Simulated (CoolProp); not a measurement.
Vapour-liquid equilibrium of cyclopropane (1) + R134a (2) at 0.46 MPa; x and y are mole fractions of (1).

Model: multi-fluid Helmholtz-energy mixture model, Polt 1992 and Tillner-Roth 1994; pair parameters Bell 2016, in CoolProp. This equation is an older, rougher fit; its heat capacities, sound speeds and derivatives of the liquid may be far off and weren't checked against measurements.

| x | bubble temperature (°C) | y at the bubble point | dew temperature at overall composition x (°C) | liquid density (mol/L) |
|---|---|---|---|---|
| 0.05 | 10.0 | 0.131 | 12.0 | 12.42 |
| 0.125 | 6.5 | 0.272 | 10.1 | 12.64 |
| 0.2 | 4.1 | 0.367 | … | 12.83 |
| 0.275 | 2.6 | 0.433 | 6.4 | 13.02 |
| 0.35 | 1.6 | … | 4.5 | 13.20 |
| 0.425 | 1.1 | 0.518 | 2.8 | 13.39 |
| 0.5 | 0.8 | 0.549 | 1.3 | 13.60 |
| 0.575 | 0.7 | 0.577 | 0.7 | 13.82 |
| 0.65 | 0.8 | 0.607 | 1.2 | 14.06 |
| 0.725 | 1.1 | 0.642 | 2.5 | 14.32 |
| 0.8 | 1.8 | 0.689 | 4.2 | 14.60 |
| 0.875 | 3.3 | 0.759 | … | 14.87 |
| 0.95 | … | … | 7.9 | 15.13 |

Q: What belongs in the gaps?

A: 
- 0.2, dew temperature at overall composition x (°C): 8.3
- 0.35, y at the bubble point: 0.481
- 0.875, dew temperature at overall composition x (°C): 6.0
- 0.95, bubble temperature (°C): 6.0
- 0.95, y at the bubble point: 0.874

y crosses x between x = 0.575 and 0.65: the model has an azeotrope there.

Pair parameters are fitted to limited data, so mixtures are less certain than the pure fluids.
